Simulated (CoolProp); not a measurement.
C3F8 (R218) along the isobar 0.101 MPa: Z from the reference equation and from simpler models built on Tc = 345.0 K, pc = 2.640 MPa, ω = 0.317; each cubic takes its own stable root.

The numbers come from the reference Helmholtz-energy equation of state, Lemmon 2006 in CoolProp. It is a short technical equation, of lower accuracy than the large ones.

```
T (K)   phase  reference  van der Waals  Redlich-Kwong  Soave-Redlich-Kwong  Peng-Robinson
-----  ------  ---------  -------------  -------------  -------------------  -------------
137.5  liquid   0.008450        0.01390       0.009324             0.009164       0.008173
162.7  liquid   0.007478        0.01218       0.008191             0.007991       0.007113
187.9  liquid   0.006793         0.9522       0.007427             0.007189       0.006384
213.1  liquid   0.006306         0.9642       0.006924             0.006645       0.005887
238.3     gas     0.9488         0.9724         0.9624               0.9569         0.9550
263.5     gas     0.9662         0.9782         0.9716               0.9683         0.9664
288.7     gas     0.9761         0.9824         0.9781               0.9762         0.9745
313.9     gas     0.9823         0.9856         0.9827               0.9819         0.9802
339.2     gas     0.9866         0.9880         0.9862               0.9861         0.9846
364.4     gas     0.9896         0.9900         0.9888               0.9892         0.9878
389.6     gas     0.9919         0.9915         0.9908               0.9916         0.9903
414.8     gas     0.9936         0.9928         0.9924               0.9934         0.9922
440       gas     0.9949         0.9938         0.9937               0.9949         0.9938
```

At some of these states van der Waals gives the other phase, because its saturation line lies elsewhere.
